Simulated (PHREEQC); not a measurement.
Consider water at 25 °C and 100 atm with 0.098 mol HBr, 0.0014 mol CuCl2 and 0.18 mol CdCl2 per kg of water. It is in equilibrium with CO2 at log p = -2 (atm). Otherwise closed; pH follows from the charge balance.

Model: ion-association model, phreeqc.dat, run in PHREEQC.

Precipitation was switched off in this run.

Q: Order these Cu species by the share of Cu that they hold, largest first: Cu+2, CuCl+, CuCl2.

A: Cu+2 (86 %), CuCl+ (13 %), CuCl2 (0.61 %)

Q: Order these Cl species by the share of Cl that they hold, largest first: CdCl3-, CdCl+, Cl-, CdCl2.

A: Cl- (55 %), CdCl+ (23 %), CdCl2 (19 %), CdCl3- (3.2 %)

The pH is 1.11 and the ionic strength 0.272 mol/kgw. Under pressure, the constants of complexes without a molar volume in the database are unreliable.
